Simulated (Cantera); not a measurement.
## Adiabatic ignition

An adiabatic, constant-pressure homogeneous reactor starts with H2 : O2 : N2 = 1 : 0.227 : 0.855 (molar parts), equivalence ratio 2.2, at 1075 K and 0.572 atm.

Cantera simulation using the H2/O2 subset of GRI-Mech 3.0, which has no nitrogen chemistry; the numbers are that mechanism's predictions, not measurements.

```tsv
t (s)	T (K)	x H2	x O2	x O	x HO2	x H2O2	x H2O
4.00e-6	1075	0.480	0.109	2.85e-11	6.26e-10	<1e-12	1.06e-10
1.02e-5	1075	0.480	0.109	1.12e-10	1.75e-9	4.28e-12	9.70e-10
2.60e-5	1075	0.480	0.109	6.73e-10	6.54e-9	3.46e-11	1.17e-8
6.62e-5	1075	0.480	0.109	2.14e-8	1.25e-7	8.16e-10	5.09e-7
0.000169	1088	0.475	0.107	0.000149	4.15e-5	9.77e-7	0.00421
0.000430	2246	0.261	0.000416	0.00113	1.98e-7	4.28e-8	0.227
0.00110	2461	0.279	0.000104	0.000296	7.25e-8	1.52e-8	0.236
0.00279	2516	0.283	5.42e-5	0.000157	4.14e-8	9.87e-9	0.238
0.00711	2519	0.283	5.22e-5	0.000151	4.00e-8	9.61e-9	0.238
0.0181	2519	0.283	5.22e-5	0.000151	4.00e-8	9.61e-9	0.238
0.0462	2519	0.283	5.22e-5	0.000151	4.00e-8	9.61e-9	0.238
0.118	2519	0.283	5.22e-5	0.000151	4.00e-8	9.61e-9	0.238
0.300	2519	0.283	5.22e-5	0.000151	4.00e-8	9.61e-9	0.238
```
x: mole fraction; the columns are a selection and need not sum to one.

The time of steepest temperature rise comes out as 0.200 ms and the temperature at 0.300 s comes out as 2519 K. The equilibrium temperature comes out as 2519 K. The x(H2) at 0.300 s is 0.283 (gas-phase equilibrium 0.283) and the x(O2) at 0.300 s is 5.22e-5 (gas-phase equilibrium 5.22e-5). The x(O) at 0.300 s comes out as 0.000151 (gas-phase equilibrium 0.000151).
